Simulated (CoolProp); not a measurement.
Vapour pressure (bar) of octamethylcyclotetrasiloxane (D4): the reference equation beside estimates from Tc = 313.4 °C, pc = 13.47 bar, ω = 0.598. Clausius-Clapeyron is anchored at 46.55 °C with a constant enthalpy of vaporisation of 52.68 kJ/mol.

Values from CoolProp's reference Helmholtz-energy equation of state, Thol 2015.

| T (°C) | reference | Lee-Kesler | Clausius-Clapeyron | Redlich-Kwong | Peng-Robinson |
|---|---|---|---|---|---|
| 25.25 | 0.001369 | 0.001579 | 0.001415 | 0.03861 | 0.001857 |
| 35.95 | 0.002927 | 0.003262 | 0.002951 | 0.06132 | 0.003754 |
| 46.55 | 0.005823 | 0.006315 | 0.005823 | 0.09332 | 0.007128 |
| 57.25 | 0.01100 | 0.01167 | 0.01106 | 0.1378 | 0.01294 |
| 67.85 | 0.01962 | 0.02048 | 0.02008 | 0.1967 | 0.02235 |
| 78.55 | 0.03359 | 0.03460 | 0.03534 | 0.2742 | 0.03723 |
| 89.15 | 0.05491 | 0.05601 | 0.05986 | 0.3722 | 0.05951 |
| 99.75 | 0.08651 | 0.08760 | 0.09840 | 0.4945 | 0.09206 |
| 110.45 | 0.1324 | 0.1333 | 0.1581 | 0.6462 | 0.1387 |

Absolute difference from the reference over all 9 rows, mean and median: Lee-Kesler 5.9 and 4.4 %, Clausius-Clapeyron 6.0 and 3.4 %, Redlich-Kwong 1158.6 and 902.5 %, Peng-Robinson 16.5 and 13.9 %.
